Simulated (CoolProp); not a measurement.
Vapour-liquid equilibrium of methanol (1) + ethylbenzene (2) at 338.3 K; x and y are mole fractions of (1).

Computed with CoolProp (multi-fluid Helmholtz-energy mixture model, de Reuck 1993 and Zhou 2012; pair parameters Bell 2016).

Problem. Give the bubble pressure and the first vapour's composition at x = 0.5, 0.8, 0.95. Is there an azeotrope?

Solution. x = 0.5: 0.09221 MPa, y = 0.909; x = 0.8: 0.09645 MPa, y = 0.926; x = 0.95: 0.1021 MPa, y = 0.971. No azeotrope shows between x = 0.05 and 0.95.

Pair parameters are fitted to limited data, so mixtures are less certain than the pure fluids. With so large a gap from Raoult's law the liquid may split in two, which this calculation doesn't test in full.
